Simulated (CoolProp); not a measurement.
A simple Rankine cycle with R124: condensing at 303.15 K, boiler at 2.15 MPa, turbine inlet 370 K, turbine efficiency 0.7, pump efficiency 0.7, no recuperator. Each further row changes one setting.

Values from CoolProp's reference Helmholtz-energy equation of state, de Vries 1995.

```csv
case,thermal efficiency (%),net work (kJ/kg),heat in (kJ/kg),turbine exit temperature (K),volume ratio over the turbine
as stated,(withheld),16.0,172,318.2,5.83
turbine inlet 390 K,9.5,(withheld),196,(withheld),5.36
condensing temperature 295.15 K,10.4,(withheld),(withheld),312.6,7.47
boiler pressure 1.5 MPa,(withheld),(withheld),(withheld),336.2,3.59
turbine efficiency 0.6,7.8,13.4,172,321.3,5.91
```

What belongs in the gaps?


- as stated, thermal efficiency (%): 9.3
- turbine inlet 390 K, net work (kJ/kg): 18.5
- turbine inlet 390 K, turbine exit temperature (K): 343.8
- condensing temperature 295.15 K, net work (kJ/kg): 18.8
- condensing temperature 295.15 K, heat in (kJ/kg): 181
- boiler pressure 1.5 MPa, thermal efficiency (%): 7.7
- boiler pressure 1.5 MPa, net work (kJ/kg): 14.3
- boiler pressure 1.5 MPa, heat in (kJ/kg): 185
